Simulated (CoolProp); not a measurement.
Saturated liquid density (kg/m³) of R142b: the reference equation beside estimates from Tc = 410.3 K, pc = 40.55 bar, ω = 0.232.

Model: reference Helmholtz-energy equation of state, Lemmon 2006, in CoolProp. It is a short technical equation, of lower accuracy than the large ones.

```
T (K)  reference  van der Waals  Redlich-Kwong  Soave-Redlich-Kwong
-----  ---------  -------------  -------------  -------------------
195.8       1339          793.0           1179                 1198
211.2       1307          776.6           1152                 1174
226.7       1274          759.4           1123                 1148
242.1       1241          741.3           1092                 1121
257.6       1207          722.1           1059                  [?]
273         1172            [?]           1024                 1058
288.4       1135          680.1          985.4                 1021
303.9       1096          656.6            [?]                981.3
319.3       1055          631.4          898.2                936.9
334.7       1010          603.7            [?]                  [?]
350.2      960.1          572.5          792.3                829.8
365.6      903.2          537.2          728.7                  [?]
381          [?]          494.8          653.5                683.4
396.5      740.8          438.5          555.5                576.6
```

Problem. Some entries are withheld; supply them.

Solution. 
- 257.6, Soave-Redlich-Kwong: 1090
- 273, van der Waals: 701.8
- 303.9, Redlich-Kwong: 943.6
- 334.7, Redlich-Kwong: 848.3
- 334.7, Soave-Redlich-Kwong: 887.0
- 365.6, Soave-Redlich-Kwong: 763.5
- 381, reference: 834.7

Absolute difference from the reference over all 14 rows, mean and median: van der Waals 40.4 and 40.3 %, Redlich-Kwong 15.3 and 13.5 %, Soave-Redlich-Kwong 12.3 and 10.5 %.
